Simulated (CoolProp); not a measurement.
Vapour-liquid equilibrium of R134a (1) + R245fa (2) at 0.745 MPa; x and y are mole fractions of (1).

Computed with CoolProp (multi-fluid Helmholtz-energy mixture model, Tillner-Roth 1994 and Akasaka 2015; pair parameters Akasaka 2014).

Question: Give the bubble temperature and the first vapour's composition at x = 0.35, 0.8, 0.95. Is there an azeotrope?

Answer: x = 0.35: 54.8 °C, y = 0.611; x = 0.8: 35.3 °C, y = 0.928; x = 0.95: 30.4 °C, y = 0.984. No azeotrope shows between x = 0.05 and 0.95.

Pair parameters are fitted to limited data, so mixtures are less certain than the pure fluids.
